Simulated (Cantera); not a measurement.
Charge: 1 mol Si2H6, 0.074 mol O3, 5.4 mol N2, equilibrated at 450 °C and 57.0 mbar.

These are equilibrium values from Cantera (NASA tables, ideal gas, pure condensed phases), not measurements of a reactor. Candidate condensed phases: H2O, Si, SiO2, Si2N2O, Si3N4; 35 gas species. The feed counts by its element totals alone. N2 is the only nitrogen source here; it is nearly inert below about 1500 K, so the nitride shown seldom forms there in practice. Kinetics and transport are ignored.

### Question
What is the equilibrium state?

### Answer
| Quantity | Result |
|---|---|
| x(N2) | 0.580 |
| x(H2) | 0.420 |
| x(NH3) | 8.29e-5 |
| n(Si2N2O(s)) | 0.222 mol |
| n(Si3N4(s)) | 0.519 mol |
| gas amount | 7.140 mol |
| log10 activity of Si(s) (absent) | -11.19 |
